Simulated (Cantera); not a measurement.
**Adiabatic ignition**

An adiabatic, constant-pressure homogeneous reactor starts with 14.4 % CH4, 13.5 % O2, 72.1 % N2, equivalence ratio 2.1, at 1125 K and 930000 Pa.

Model: GRI-Mech 3.0 (53 species, 325 reactions), integrated in Cantera.

```csv
t (s),T (K),x CH4,x O2,x CH2O,x NO,x CH2CO,x C2H,x H
3.00e-6,1125,0.144,0.135,3.37e-11,<1e-12,<1e-12,<1e-12,<1e-12
1.15e-5,1125,0.144,0.135,5.07e-10,<1e-12,<1e-12,<1e-12,1.31e-12
4.38e-5,1125,0.144,0.135,8.16e-9,<1e-12,<1e-12,<1e-12,5.28e-12
0.000168,1125,0.144,0.135,1.65e-7,<1e-12,<1e-12,<1e-12,3.83e-11
0.000641,1125,0.144,0.135,3.61e-6,<1e-12,<1e-12,<1e-12,2.04e-10
0.00245,1125,0.144,0.135,2.61e-5,<1e-12,7.73e-11,<1e-12,3.39e-10
0.00936,1127,0.144,0.135,0.000161,<1e-12,5.99e-9,<1e-12,1.36e-9
0.0358,1990,0.00212,3.64e-9,7.05e-7,9.79e-7,3.42e-6,7.29e-8,0.000190
0.137,1973,1.35e-7,2.27e-9,6.44e-8,1.31e-6,3.14e-11,<1e-12,0.000176
0.523,1973,1.94e-8,2.27e-9,6.44e-8,1.20e-6,4.63e-12,<1e-12,0.000176
2.00,1973,1.94e-8,2.27e-9,6.44e-8,9.57e-7,4.63e-12,<1e-12,0.000176
```
x: mole fraction; the columns are a selection and need not sum to one.

The time of steepest temperature rise comes out as 27.6 ms, the temperature at 2.00 s is 1973 K and the equilibrium temperature is 1973 K. The x(CH4) at 2.00 s is 1.94e-8 (gas-phase equilibrium 2.17e-8). The x(O2) at 2.00 s is 2.27e-9 (gas-phase equilibrium 2.27e-9) and the x(CH2O) at 2.00 s is 6.44e-8 (gas-phase equilibrium 6.44e-8).
